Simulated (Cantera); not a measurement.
Cantera run:

```python
import numpy as np
import cantera as ct

gas_names = """
    H HI HO2 H2 H2O H2O2 I I2 O OH O2 O3
""".split()
cond_names = """
    H2O(s) H2O(L) I2(cr) I2(L)
""".split()


def load(file, names, dense=False):
    # The tables refer to 1 bar. Condensed volumes are neglected.
    table = {s.name: s for s in ct.Species.list_from_file(file)}
    out = []
    for n in names:
        d = dict(table[n].input_data)
        d["thermo"] = dict(d["thermo"], **{"reference-pressure": 1e5})
        if dense:
            d["equation-of-state"] = {"model": "constant-volume", "density": "1e6 g/cm^3"}
        out.append(ct.Species.from_dict(d))
    return out


gas = ct.Solution(thermo="ideal-gas", species=load("nasa_gas.yaml", gas_names))
cond = {s.name: ct.Solution(thermo="fixed-stoichiometry", species=[s], name=s.name)
        for s in load("nasa_condensed.yaml", cond_names, dense=True)}
atoms = {
    'HI': {'H': 1, 'I': 1},
    'O2': {'O': 2},
    'H2': {'H': 2},
}
top_T = {}  # K; cautious upper limits of use, not melting points


def equilibrate(T, P, feed):
    n = {}
    for name, mol in feed.items():
        for a, k in atoms[name].items():
            n[a] = n.get(a, 0.0) + k * mol
    gas.TPX = T, P, n
    mass = sum(n.values()) * gas.mean_molecular_weight
    gas.equilibrate("TP")
    valid = [c for c in cond.values() if c.min_temp <= T <= top_T.get(c.name, c.max_temp)]
    mix = ct.Mixture([(gas, mass / gas.mean_molecular_weight)] + [(c, 0.0) for c in valid])
    mix.T, mix.P = T, P
    mix.equilibrate("TP", solver="vcs", rtol=1e-11, max_steps=5000)
    return mix


results = []
feed = {'HI': 1, 'O2': 0.21, 'H2': 0.14}  # mol
P = 133.322  # Pa
for T in [1473, 1673, 1873, 2073, 2273, 2473, 2673, 2873]:
    mix = equilibrate(T, P, feed)
    results.append((T, P, feed, dict(zip(mix.species_names, mix.species_moles))))

top = {s: max(r[3][s] / sum(r[3][g] for g in gas_names) for r in results) for s in gas_names}
cols = sorted((s for s in top if top[s] > 0.0001), key=lambda s: -top[s])[:7]
seen = [c for c in cond_names if any(r[3].get(c, 0) > 1e-12 for r in results)]
print("log10 of partial pressures in bar; condensed amounts in mol")
print(f"{'T/K':>10s}" + "".join(f"{s[:9]:>10s}" for s in cols + seen))
for T, P, feed, n in results:
    ng = sum(n[g] for g in gas_names)
    print(f"{T:10.4g}" + "".join(f"{np.log10(max(n[s] / ng * P / 1e5, 1e-99)):10.3f}" for s in cols)
          + "".join(f"{n.get(c, 0):10.4g}" for c in seen))
```

Output:

```
log10 of partial pressures in bar; condensed amounts in mol
       T/K         I         H       H2O         O        H2        OH        HI
      1473    -3.105    -6.792    -3.460   -11.108    -3.789    -8.048    -4.424
      1673    -3.097    -5.827    -3.464    -8.994    -3.768    -6.842    -4.766
      1873    -3.095    -5.074    -3.469    -7.312    -3.767    -5.885    -5.048
      2073    -3.099    -4.473    -3.487    -5.949    -3.786    -5.118    -5.292
      2273    -3.121    -3.978    -3.582    -4.901    -3.804    -4.564    -5.513
      2473    -3.176    -3.576    -3.892    -4.224    -3.849    -4.317    -5.751
      2673    -3.248    -3.332    -4.570    -3.864    -4.083    -4.422    -6.077
      2873    -3.288    -3.238    -5.567    -3.733    -4.520    -4.809    -6.454
```

Equilibrium computed with Cantera from the NASA thermochemical tables; the gas is ideal and each condensed phase is pure.
